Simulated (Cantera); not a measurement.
Charge: 1 mol Si, 0.77 mol Cl2, 5.7 mol H2, equilibrated at 977 °C and 0.100 bar.

Cantera equilibrium calculation (NASA polynomials, part measured and part estimated; ideal gas, pure solids and liquids). Candidate condensed phases: Si; 19 gas species. The tables' values for SiCl3 are old estimates; treat these amounts as uncertain. Equilibrium is a limit: real reactors are often held back by kinetics, nucleation or transport.

Base state: H2 0.870, HCl 0.0746, SiCl4 0.0224, SiCl2 0.0161, SiHCl3 0.00929, SiCl3 0.00709, SiH2Cl2 0.000524 (mole fractions); condensed: Si(s).

Question: What changes in the equilibrium state with this change: pressure from 0.100 bar to 0.220 bar?

Answer: 
| species | before | after |
|---|---|---|
| H2 | 0.870 | 0.879 |
| HCl | 0.0746 | 0.0637 |
| SiCl4 | 0.0224 | 0.0256 |
| SiCl2 | 0.0161 | 0.0116 |
| SiHCl3 | 0.00929 | 0.0126 |
| SiH3Cl | 8.22e-6 | 1.56e-5 |
| SiH2Cl2 | 0.000524 | 0.000841 |
| Si(s), mol | 0.654 | 0.646 |
